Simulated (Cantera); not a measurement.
A closed system holds: 1 mol SiO2, 1.3 mol Al2O3, 5.2 mol H2O, at 1402 °C and 0.0520 bar.

Method: chemical equilibrium by Gibbs-energy minimisation in Cantera with the NASA 1993 tables (ideal gas, pure condensed phases). Candidate condensed phases: Al, Al2O3, Al2SiO5, Al6Si2O13, H2O, Si, SiO2; 28 gas species. Mutual solubility and eutectic melting of coexisting phases are not modelled. The tables hold silica as quartz up to 1696 K and as liquid above; real silica turns to tridymite and cristobalite and melts near 1996 K. Condensed phases not in the tables: alloys, solid solutions and most ternary compounds. Gases not in the tables: Si(OH)4. Kinetics and transport are ignored.

What is the equilibrium state?


- x(H2O): 0.996
- x(H2): 0.00217
- x(O2): 0.000959
- x(OH): 0.000526
- x(H): 2.37e-5
- x(O): 4.64e-6
- n(Al6Si2O13(mullite)): 0.433 mol
- n(SiO2(β-quartz)): 0.133 mol
- gas amount: 5.206 mol
- log10 activity of Al(l) (absent): -14.68
- log10 activity of Si(s) (absent): -14.83
